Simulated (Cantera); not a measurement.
A closed system holds: 1 mol B2H6, 0.2 mol O2, equilibrated at 1100 °C.

Cantera equilibrium calculation (NASA polynomials, part measured and part estimated; ideal gas, pure solids and liquids). Candidate condensed phases: B, B2O3, B3O3H3, H2O; 23 gas species. The feed counts by its element totals alone. Mutual solubility and eutectic melting of coexisting phases are not modelled. Kinetics and transport are ignored.

x: gas mole fraction; n: condensed amount in mol.

| P (Pa) | x H2 | x HBO | x B2O2 | x B3O3H3 | x B2O3 | n B(s) | n B2O3(l) |
|---|---|---|---|---|---|---|---|
| 10 | 0.913 | 0.0508 | 0.0306 | 1.83e-5 | 0.00378 | 1.61 | 0 |
| 32 | 0.931 | 0.0427 | 0.0213 | 0.000112 | 0.00393 | 1.64 | 0.0291 |
| 100 | 0.966 | [?] | [?] | [?] | [?] | 1.69 | [?] |
| 320 | 0.983 | 0.0139 | 0.00213 | 0.000385 | 0.000393 | 1.71 | 0.112 |
| 1000 | 0.990 | 0.00789 | 0.000682 | 0.000688 | 0.000126 | 1.72 | 0.121 |
| 3200 | 0.994 | 0.00442 | 0.000213 | 0.00124 | 3.93e-5 | 1.72 | 0.124 |
| 10000 | 0.995 | [?] | [?] | [?] | [?] | 1.72 | 0.124 |
| 32000 | 0.995 | 0.00140 | 2.13e-5 | 0.00392 | 3.93e-6 | 1.72 | 0.120 |
| 100000 | 0.992 | 0.000790 | 6.82e-6 | 0.00690 | 1.26e-6 | 1.71 | 0.112 |

Problem. Some entries are withheld; supply them.

Solution. 
- 100, x HBO: 0.0246
- 100, x B2O2: 0.00682
- 100, x B3O3H3: 0.000210
- 100, x B2O3: 0.00126
- 100, n B2O3(l): 0.0887
- 10000, x HBO: 0.00250
- 10000, x B2O2: 6.82e-5
- 10000, x B3O3H3: 0.00219
- 10000, x B2O3: 1.26e-5
